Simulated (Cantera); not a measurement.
A freely propagating, adiabatic, planar premixed flame of CH4 : CO : O2 : N2 : CO2 = 1 : 0.088 : 1.36 : 4.36 : 1.6 (molar parts), equivalence ratio 1.5, unburnt at 475 K and 1050 Torr; mixture-averaged transport, grid criteria slope 0.08 and curve 0.16, no radiation.

Model: GRI-Mech 3.0 (53 species, 325 reactions), integrated in Cantera. Burning velocities carry a grid error of a few per cent, more on coarse grids.

Question: How do the results move with these cheaper or finer settings: unity-Lewis-number transport; multicomponent transport; multicomponent+Soret transport; grid criteria slope 0.5, curve 1; grid criteria slope 0.25, curve 0.5; grid criteria slope 0.03, curve 0.06?

Answer: 
| setting | laminar burning velocity | thermal thickness | peak x(OH) | peak x(C2H2) | grid points |
|---|---|---|---|---|---|
| as above | 6.94 cm/s | 1.90 mm | 8.63e-5 | 0.00185 | 117 |
| unity-Lewis-number transport | 5.76 cm/s | 2.13 mm | 8.68e-5 | 0.00182 | 114 |
| multicomponent transport | 6.96 cm/s | 1.92 mm | 8.56e-5 | 0.00186 | 118 |
| multicomponent+Soret transport | 6.86 cm/s | 1.91 mm | 9.06e-5 | 0.00177 | 121 |
| grid criteria slope 0.5, curve 1 | 7.59 cm/s | 2.12 mm | 8.24e-5 | 0.00183 | 31 |
| grid criteria slope 0.25, curve 0.5 | 7.10 cm/s | 1.98 mm | 8.39e-5 | 0.00184 | 46 |
| grid criteria slope 0.03, curve 0.06 | 6.78 cm/s | 1.89 mm | 8.59e-5 | 0.00185 | 292 |
The base run took very roughly 4 core-seconds.
Unity Lewis numbers drop preferential diffusion, which matters most where H2 and H carry the flame; Soret adds thermal diffusion.
